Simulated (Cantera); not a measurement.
# Ignition delay

Mixture: 7.03 % CH4, 1.13 % C2H6, 1.20 % C3H8, 12.6 % O2, 78.1 % N2, at 0.987 atm, adiabatic and at constant volume. Ignition delay is the time to a rise of 400 K.

Detailed kinetics in Cantera: GRI-Mech 3.0 (53 species, 325 reactions). GRI-Mech 3.0 was tuned for natural gas; its chemistry of propane as a main component is partial and can be far from experiment.

| T0 (K) | delay (ms) |
|---|---|
| 1025 | 79.7 |
| 1100 | 25.4 |
| 1175 | 8.36 |
| 1250 | 2.88 |
| 1325 | 1.09 |
| 1400 | 0.465 |
| 1475 | 0.223 |
| 1550 | 0.120 |
| 1625 | 0.0711 |
| 1700 | 0.0456 |

The apparent activation energy between 1550 and 1700 K is 140 kJ/mol.
